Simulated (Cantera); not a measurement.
Cantera run:

```python
import numpy as np
import cantera as ct

gas_names = """
    CL CLO CL2 O O2 O3 Ti TiCL TiCL2 TiCL3 TiCL4 TiO TiOCL TiOCL2 TiO2
""".split()
cond_names = """
    Ti(a) Ti(b) Ti(L) TiCL2(s) TiCL3(s) TiCL4(L) TiO(a) TiO(b) TiO(L) TiO2(ru) TiO2(L) Ti2O3(a) Ti2O3(b)
    Ti2O3(L) Ti3O5(a) Ti3O5(b) Ti3O5(L) Ti4O7(s) Ti4O7(L)
""".split()


# ... load() reads the species with a 1 bar reference pressure and builds the phases ...
atoms = {
    'TiO2': {'Ti': 1, 'O': 2},
    'Cl2': {'CL': 2},
}
top_T = {'TiCL2(s)': 1300, 'TiCL3(s)': 1000}  # K; cautious upper limits of use, not melting points


# ... equilibrate(T, P, feed) seeds the gas with the atoms and calls Mixture.equilibrate('TP', solver="vcs", rtol=1e-11, max_steps=5000) ...
results = []
feed = {'TiO2': 1, 'Cl2': 0.88}  # mol
P = 2100  # Pa
for T in [1100, 1150, 1200, 1250, 1300, 1350, 1400, 1450, 1500]:
    mix = equilibrate(T, P, feed)
    results.append((T, P, feed, dict(zip(mix.species_names, mix.species_moles))))

top = {s: max(r[3][s] / sum(r[3][g] for g in gas_names) for r in results) for s in gas_names}
cols = sorted((s for s in top if top[s] > 0.0001), key=lambda s: -top[s])[:6]
seen = [c for c in cond_names if any(r[3].get(c, 0) > 1e-12 for r in results)]
print("log10 of partial pressures in bar; condensed amounts in mol")
print(f"{'T/K':>10s}" + "".join(f"{s[:9]:>10s}" for s in cols + seen))
for T, P, feed, n in results:
    ng = sum(n[g] for g in gas_names)
    print(f"{T:10.4g}" + "".join(f"{np.log10(max(n[s] / ng * P / 1e5, 1e-99)):10.3f}" for s in cols)
          + "".join(f"{n.get(c, 0):10.4g}" for c in seen))
```

It prints:

```
log10 of partial pressures in bar; condensed amounts in mol
       T/K       CL2        CL     TiCL4        O2       CLO  TiO2(ru)
      1100    -1.684    -3.661    -4.395    -4.395    -7.173    0.9983
      1150    -1.689    -3.406    -4.217    -4.217    -6.876    0.9974
      1200    -1.696    -3.173    -4.057    -4.058    -6.607    0.9963
      1250    -1.706    -2.961    -3.915    -3.916    -6.364    0.9948
      1300    -1.722    -2.767    -3.790    -3.791    -6.146    0.9929
      1350    -1.744    -2.592    -3.682    -3.683    -5.951    0.9907
      1400    -1.775    -2.434    -3.592    -3.593    -5.780    0.9882
      1450    -1.815    -2.292    -3.521    -3.522    -5.634    0.9856
      1500    -1.869    -2.168    -3.470    -3.471    -5.513     0.983
```

These are equilibrium values from Cantera (NASA tables, ideal gas, pure condensed phases), not measurements of a reactor. Condensed phases not in the tables: TiOCl.
